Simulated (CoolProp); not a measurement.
Saturation properties of toluene.

Model: reference Helmholtz-energy equation of state, Lemmon 2006, in CoolProp. It is a short technical equation, of lower accuracy than the large ones.

```
T (K)  p (MPa)  enthalpy of vaporisation (kJ/kg)  liquid cp (kJ/(kg K))  vapour Z  liquid viscosity (µPa s)  liquid conductivity (mW/(m K))
-----  -------  --------------------------------  ---------------------  --------  ------------------------  ------------------------------
429.5   0.3173                             328.2                  2.184    0.9103                       182                            96.4
438.8   0.3872                             320.9                  2.223    0.8970                       171                            94.4
448.1   0.4682                             313.3                  2.263    0.8825                       161                               …
457.4   0.5614                             305.3                  2.305    0.8666                       152                            90.6
466.6   0.6666                                 …                  2.348    0.8496                       144                            88.9
475.9   0.7874                             288.1                  2.394    0.8310                       136                            87.2
485.2   0.9239                             278.7                  2.443    0.8108                       128                            85.7
494.5    1.077                                 …                  2.495    0.7889                       120                            84.2
503.8    1.249                             258.1                  2.553    0.7652                       113                            82.8
513.1    1.441                                 …                  2.617    0.7394                         …                            81.5
522.3    1.651                                 …                  2.690    0.7117                      99.1                            80.3
531.6    1.887                             220.9                  2.778    0.6810                      92.3                               …
540.9    2.147                             205.9                  2.887    0.6473                      85.4                               …
```

Complete the blanks.


- 448.1, liquid conductivity (mW/(m K)): 92.5
- 466.6, enthalpy of vaporisation (kJ/kg): 296.9
- 494.5, enthalpy of vaporisation (kJ/kg): 268.8
- 513.1, enthalpy of vaporisation (kJ/kg): 246.7
- 513.1, liquid viscosity (µPa s): 106
- 522.3, enthalpy of vaporisation (kJ/kg): 234.4
- 531.6, liquid conductivity (mW/(m K)): 79.2
- 540.9, liquid conductivity (mW/(m K)): 78.2

It boils at 383.7 K under 1 atm.

Viscosity comes from a separate model (Avgeri 2015). Thermal conductivity comes from a separate model (Assael 2012).
